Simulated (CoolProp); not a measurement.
Octamethylcyclotetrasiloxane (D4) along the isobar 101 kPa: fugacity coefficient from the reference equation and from simpler models built on Tc = 586.5 K, pc = 1347 kPa, ω = 0.598; each cubic takes its own stable root.

Model: reference Helmholtz-energy equation of state, Thol 2015, in CoolProp.

| T (K) | phase | reference |
|---|---|---|
| 397 | liquid | 0.2106 |
| 402.5 | liquid | 0.2533 |
| 407.9 | liquid | 0.3015 |
| 413.4 | liquid | 0.3577 |
| 418.9 | liquid | 0.4215 |
| 424.4 | liquid | 0.4937 |
| 429.9 | liquid | 0.5748 |
| 435.3 | liquid | 0.6637 |
| 440.8 | liquid | 0.7642 |
| 446.3 | liquid | 0.8754 |
| 451.8 | gas | 0.9306 |
| 457.3 | gas | 0.9336 |
| 462.7 | gas | 0.9364 |

Problem. How far does each simpler model (van der Waals, Soave-Redlich-Kwong, Peng-Robinson) lie from the reference over these 13 states: mean and median of the absolute difference, and the worst?

Solution. 
- van der Waals: mean 105.7 %, median 66.0 %, worst +348.7 % at 397 K and 101 kPa
- Soave-Redlich-Kwong: mean 0.6 %, median 0.6 %, worst +0.9 % at 446.3 K and 101 kPa
- Peng-Robinson: mean 1.5 %, median 1.4 %, worst +3.5 % at 397 K and 101 kPa

At some of these states van der Waals gives the other phase, because its saturation line lies elsewhere.
